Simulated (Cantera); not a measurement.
Charge: 1 mol C₃H₈, 0.09 mol CO₂, at 0.100 bar.

Cantera equilibrium calculation (NASA polynomials, part measured and part estimated; ideal gas, pure solids and liquids). Candidate condensed phases: C, C₆H₆, C₇H₈, C₈H₁₈, H₂O; 131 gas species. Ions and electrons are included (thermal ionisation). Rates play no part.

x: gas mole fraction; n: condensed amount in mol.

```csv
T (°C),x H₂,x H,x C,x C₃,x CO,x C₂H₂ (acetylene),x C₂,x C₂H,n C(graphite)
1727,0.951,0.00502,3.04e-10,2.77e-10,0.0430,0.000731,2.34e-11,7.21e-8,2.90
1977,0.932,0.0227,3.64e-8,6.50e-8,0.0426,0.00312,5.72e-9,3.01e-6,2.88
2227,0.875,?,?,?,0.0415,?,?,?,2.83
2477,?,?,?,?,0.0390,?,?,?,2.70
2727,0.551,0.371,0.000507,0.00312,0.0348,0.0343,0.000317,0.00396,2.44
2977,0.307,0.562,0.00455,0.0362,0.0286,0.0372,0.00387,0.0163,1.37
3227,0.137,0.691,0.0193,0.0801,0.0228,0.0124,0.0138,0.0197,0
3477,0.0585,0.766,0.0502,0.0654,0.0203,0.00228,0.0230,0.0119,0
3727,0.0236,0.775,0.105,0.0408,0.0187,0.000364,0.0296,0.00583,0
3977,0.00984,0.753,0.173,0.0167,0.0175,4.88e-5,0.0269,0.00218,0
4227,0.00451,0.734,0.222,0.00430,0.0167,5.62e-6,0.0170,0.000622,0
4477,0.00229,0.726,0.245,0.000875,0.0164,6.46e-7,0.00872,0.000159,0
4727,0.00126,0.723,0.255,0.000179,0.0163,8.43e-8,0.00432,4.22e-5,0
```

Question: Some entries are withheld; supply them.

Answer: 
- 2227, x H: 0.0744
- 2227, x C: 1.66e-6
- 2227, x C₃: 4.97e-6
- 2227, x C₂H₂ (acetylene): 0.00946
- 2227, x C₂: 4.58e-7
- 2227, x C₂H: 5.78e-5
- 2477, x H₂: 0.751
- 2477, x H: 0.187
- 2477, x C: 3.78e-5
- 2477, x C₃: 0.000169
- 2477, x C₂H₂ (acetylene): 0.0211
- 2477, x C₂: 1.63e-5
- 2477, x C₂H: 0.000612
